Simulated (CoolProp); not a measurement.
Values from CoolProp's reference Helmholtz-energy equation of state, Tillner-Roth 1997.

**Question.** For CH2F2 (R32), give the phase and the isothermal compressibility (1/MPa), conductivity (mW/(m K)) at 195.6 K and 33.7 bar; 366.6 K and 33.7 bar; 435 K and 33.7 bar.

**Answer.** 
- 195.6 K and 33.7 bar: liquid; isothermal compressibility 0.00100, conductivity 212
- 366.6 K and 33.7 bar: gas; isothermal compressibility 0.390, conductivity 25.1
- 435 K and 33.7 bar: gas; isothermal compressibility 0.333, conductivity 31.1

Thermal conductivity comes from a separate model (Huber 2003), an estimate that may be off by 10 % or more.
